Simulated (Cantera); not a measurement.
Charge: 1 mol Pb, 0.3 mol CO, 0.56 mol H2, equilibrated at 948.15 K and 110000 Pa.

Method: chemical equilibrium by Gibbs-energy minimisation in Cantera with the NASA 1993 tables (ideal gas, pure condensed phases). Candidate condensed phases: C, C6H6, C7H8, C8H18, H2O, Pb, PbO, PbO2, Pb3O4; 113 gas species. Rates play no part.

Base state: H2 0.572, CO 0.186, H2O 0.113, CO2 0.0667, CH4 0.0616 (mole fractions); condensed: C(graphite) + Pb(l).

**Question.** What changes in the equilibrium state with this change: temperature from 948.15 K to 750 K?

**Answer.** 
| species | before | after |
|---|---|---|
| H2O | 0.113 | 0.361 |
| H2 | 0.572 | 0.265 |
| CH4 | 0.0616 | 0.247 |
| CO | 0.186 | 0.0136 |
| CO2 | 0.0667 | 0.113 |
| C(graphite), mol | 0.0820 | 0.113 |
| Pb(l), mol | 1.000 | 1.00 |
